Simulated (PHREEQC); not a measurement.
Make-up at 25 °C: 0.22 mol/kgw KOH and 0.0011 mol/kgw CO2. Closed to the air; pH follows from the charge balance.

The numbers come from PHREEQC with the ion-association model, wateq4f.dat.

```csv
quantity,before,after
pH,13.19,11.69
ionic strength (mol/kgw),0.221,0.221
HCO3- (mol/kgw),6.20e-7,1.10e-5
```

Question: Which change was made?
A) KOH from 0.22 to 2.2 mol/kgw
B) 0.0097 mol/kgw Na2CO3 added
C) CO2 from 0.0011 to 0.00022 mol/kgw
D) temperature from 25 to 85 °C
E) CO2 from 0.0011 to 0.0022 mol/kgw

Answer: D, temperature from 25 to 85 °C

No solid was allowed to form. Away from 25 °C the constants follow the database's enthalpies or fits; those with neither stay at their 25 °C values.
